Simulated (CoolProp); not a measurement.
The fluid at 293.15 K and 1.18 MPa (stagnation) flows isentropically through a choked orifice. The same conditions are run with several fluids, on thermodynamics alone (safety and materials aside).

Model: reference Helmholtz-energy equation of state of each fluid (ethylene: Smukala 2000; sulfur hexafluoride: Guder 2009; CF4 (R14): Platzer 1990; hydrogen chloride: Thol 2018; carbon dioxide: Span 1996), in CoolProp. The equations of Platzer and Polt are older, rougher fits.

**Question.** Rank ethylene, sulfur hexafluoride, CF4 (R14), hydrogen chloride, carbon dioxide by throat to inlet pressure ratio, highest first.

**Answer.** sulfur hexafluoride (0.601), CF4 (R14) (0.573), ethylene (0.554), carbon dioxide (0.545), hydrogen chloride (0.531)

| fluid | mass flux (kg/(m² s)) | throat temperature (K) |
|---|---|---|
| ethylene | 2730 | 258.1 |
| sulfur hexafluoride | 6040 | 277.1 |
| CF4 (R14) | 4640 | 269.5 |
| hydrogen chloride | 3240 | 245.3 |
| carbon dioxide | 3450 | 253.6 |
